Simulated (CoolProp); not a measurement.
A single-stage vapour-compression cycle with the fluid: evaporating at 294.15 K (dew point), condensing at 321.15 K (bubble point), superheat 8 K, subcooling 0 K, compressor efficiency 0.65, no pressure losses. The same conditions are run with several fluids, on thermodynamics alone (safety and materials aside).

Model: reference Helmholtz-energy equation of state of each fluid (c-C4F8 (RC318): Platzer 1990; R142b: Lemmon 2006; R1132(E): Akasaka 2024; fluoroethane (R161): Wu 2012; cyclopropane: Polt 1992; R236EA: Rui 2013), in CoolProp. The equations of Platzer and Polt are older, rougher fits.

| fluid | cooling COP | pressure ratio | discharge temperature (K) | refrigerating effect (kJ/kg) | volumetric capacity (kJ/m³) |
|---|---|---|---|---|---|
| c-C4F8 (RC318) | 5.83 | 2.24 | 324.3 | 81.7 | 1950 |
| R142b | 6.27 | 2.17 | 339.4 | 176 | 2270 |
| R1132(E) | 5.44 | 1.93 | 346.9 | 177 | 8340 |
| fluoroethane (R161) | 5.99 | 2.00 | 348.0 | 295 | ? |
| cyclopropane | 6.20 | 1.98 | 347.9 | 358 | 4370 |
| R236EA | ? | 2.40 | ? | 130 | 1500 |

### Question
Fill in the missing entries.

### Answer

- fluoroethane (R161), volumetric capacity (kJ/m³): 5400
- R236EA, cooling COP: 6.19
- R236EA, discharge temperature (K): 330.2
